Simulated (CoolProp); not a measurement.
Vapour-liquid equilibrium of R22 (1) + R142b (2) at 0.93 MPa; x and y are mole fractions of (1).

Computed with CoolProp (multi-fluid Helmholtz-energy mixture model, Kamei 1995 and Lemmon 2006; pair parameters Bell 2016).

Give the bubble temperature and the first vapour's composition at x = 0.05, 0.65, 0.85. Is there an azeotrope?

x = 0.05: 59.5 °C, y = 0.102; x = 0.65: 32.4 °C, y = 0.819; x = 0.85: 25.4 °C, y = 0.938. No azeotrope shows between x = 0.05 and 0.95.

Pair parameters are fitted to limited data, so mixtures are less certain than the pure fluids.
